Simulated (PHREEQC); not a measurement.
Make-up at 20 °C: 0.026 mol CuCl2, 0.0001 mol H2SO4 and 0.19 mol H3BO3 per kg of water. Closed to the air; pH follows from the charge balance.

All values are PHREEQC results (ion-association model, wateq4f.dat), not measurements.

```
Item                       Value
----------------  --------------
pH                          3.77
ionic strength    0.0758 mol/kgw
total alkalinity   -0.200 meq/kg
```

```csv
species,molality,activity,log γ
H3BO3,0.190,0.193,0.008
Cl-,0.0508,0.0399,-0.105
Cu+2,0.0248,0.0108,-0.361
CuCl+,0.00114,0.000904,-0.102
H+,0.000202,0.000169,-0.077
SO4-2,5.36e-5,2.20e-5,-0.387
CuSO4,4.60e-5,4.68e-5,0.008
CuCl2,1.80e-5,1.83e-5,0.008
```

Precipitation was switched off in this run.
